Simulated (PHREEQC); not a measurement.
Consider water at 65 °C with 0.00026 mol PbCl2, 0.00014 mol KBr and 0.0001 mol Na2SO4 per kg of water. Closed to the air; pH follows from the charge balance.

All values are PHREEQC results (ion-association model, wateq4f.dat), not measurements.

Precipitation was switched off in this run.

### Question
Estimate the pH.

### Answer
pH 5.70.

### Question
In which forms is S present?

### Answer
SO4-2 91 %, PbSO4 8.7 % of the S.

Examples of supersaturated solids here: Pb(OH)2, Larnakite. Others may be too. Constants without temperature data keep their 25 °C values here.
